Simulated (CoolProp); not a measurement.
Properties of ethylene at several states.

Computed with CoolProp (reference Helmholtz-energy equation of state, Smukala 2000).

| T (°C) | p (kPa) | phase | density (kg/m³) | cp (kJ/(kg K)) | cv (kJ/(kg K)) | speed of sound (m/s) | expansivity (1/kK) |
|---|---|---|---|---|---|---|---|
| 6.25 | 13200 | liquid | 407.7 | 2.987 | 1.405 | 663.0 | 5.233 |
| -88.65 | 28.4 | gas | 0.5230 | 1.250 | 0.9445 | 267.1 | 5.537 |
| -66.35 | 13.7 | gas | 0.2241 | 1.277 | 0.9782 | 282.2 | 4.870 |
